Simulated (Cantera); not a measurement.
Si + Cl₂ (silicon etching in halogen gases)

A closed system holds: 1 mol Si, a varied amount of Cl₂, held at 475 °C and 3.90 Pa.

Cantera equilibrium calculation (NASA polynomials, part measured and part estimated; ideal gas, pure solids and liquids). Candidate condensed phases: Si; 9 gas species. The tables' values for SiCl₃ are old estimates; treat these amounts as uncertain. Rates play no part.

```
n(Cl₂) (mol)  log p SiCl₄  log p Cl₂  log p SiCl₃  log p Cl  log p SiCl₂  n Si(s)
------------  -----------  ---------  -----------  --------  -----------  -------
1                   -4.41       <-16        -7.39      <-16        -8.10    0.500
1.7                 -4.41       <-16        -7.39      <-16        -8.10    0.150
2.4                 -4.56      -4.95       -16.00     -8.07         <-16        0
3.1                 -4.73      -4.69       -16.31     -7.93         <-16        0
3.8                 -4.86      -4.60         <-16     -7.89         <-16        0
4.5                 -4.95      -4.56         <-16     -7.87         <-16        0
5.1                 -5.02      -4.53         <-16     -7.85         <-16        0
5.8                 -5.09      -4.51         <-16     -7.84         <-16        0
6.5                 -5.15      -4.50         <-16     -7.84         <-16        0
7.2                 -5.20      -4.49         <-16     -7.83         <-16        0
```
log p: log10 of the partial pressure in bar; n: condensed amount in mol.

From 1 mol Cl₂ to 1.7 mol Cl₂ the condensed part is Si(s). From 2.4 mol Cl₂ to 7.2 mol Cl₂ nothing is condensed. The main Si-bearing gas is SiCl₄ throughout.
